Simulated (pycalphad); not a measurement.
Phase fractions of Mg-1.115Si-3.678Al (wt.%)

All values are pycalphad results on the COST 507 light-alloy database (1999) (1 atm), not direct measurements. The data set is of 1999 and partly superseded. Amounts are mole fractions of atoms. Kinetics are ignored, which matters at the lower temperatures.

```csv
T (°C),LIQUID,HCP_A3,MG2SI,ALMG_GAMMA
627,1.000,-,-,-
577,0.029,0.942,0.028,-
527,-,0.971,0.029,-
477,-,0.971,0.029,-
427,-,0.971,0.029,-
377,-,0.971,0.029,-
327,-,0.971,0.029,-
277,-,0.971,0.029,-
227,-,0.971,0.029,-
177,-,…,0.029,…
127,-,0.920,0.029,0.051
77,-,0.905,0.029,0.065
```

Problem. Fill in the missing entries.

Solution. 
- 177, HCP_A3: 0.941
- 177, ALMG_GAMMA: 0.030

Database names, with the compositions (at.%) that they take in these runs: MG2SI: Mg 67 Si 33; ALMG_GAMMA: Mg 59 Al 41. HCP_A3 is hcp.
